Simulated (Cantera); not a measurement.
Input: 1 mol SiHCl₃, 0.88 mol C₂H₂, 400 mol H₂, held at 1152 °C and 0.00140 bar.

Equilibrium computed with Cantera from the NASA thermochemical tables; the gas is ideal and each condensed phase is pure. Candidate condensed phases: C, C₆H₆, C₇H₈, C₈H₁₈, Si, SiC; 109 gas species. Equilibrium is a limit: real reactors are often held back by kinetics, nucleation or transport.

Base state: H₂ 0.992, HCl 0.00744, H 0.000182 (mole fractions); condensed: C(graphite) + SiC(s).

### Question
What changes in the equilibrium state with this change: SiHCl₃ replaced by (CH₃)₂SiCl₂?

### Answer
```json
[
 {"species": "H₂", "before": "0.992", "after": "0.995"},
 {"species": "HCl", "before": "0.00744", "after": "0.00494"},
 {"species": "H", "before": "0.000182", "after": "0.000182"},
 {"species": "C(graphite), mol", "before": "0.755", "after": "2.76"},
 {"species": "SiC(s), mol", "before": "1.000", "after": "1.000"}
]
```
The feed counts by its element totals alone.

### Question
What changes in the equilibrium state with this change: pressure from 0.00140 bar to 0.430 bar?

### Answer
| species | before | after |
|---|---|---|
| H₂ | 0.992 | 0.991 |
| HCl | 0.00744 | 0.00746 |
| CH₄ | 5.19e-6 | 0.00159 |
| H | 0.000182 | 1.04e-5 |
| C(graphite), mol | 0.755 | 0.117 |
| SiC(s), mol | 1.000 | 1.000 |
